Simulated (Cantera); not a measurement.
## Ignition delay

Mixture: 11.8 % CH₄, 8.24 % CO, 16.8 % O₂, 63.1 % N₂, equivalence ratio 1.6, at 5630 Torr, adiabatic and at constant volume. Ignition delay is the time to a rise of 400 K.

Cantera simulation using GRI-Mech 3.0 (53 species, 325 reactions); the numbers are that mechanism's predictions, not measurements.

| T0 (K) | delay (ms) |
|---|---|
| 1048 | 178 |
| 1148 | 32.4 |
| 1248 | 7.38 |
| 1348 | 1.98 |
| 1448 | 0.599 |
| 1548 | 0.203 |
| 1648 | 0.0767 |
| 1748 | 0.0326 |

| Property | Value |
|---|---|
| apparent activation energy between 1548 and 1748 K | 210 kJ/mol |
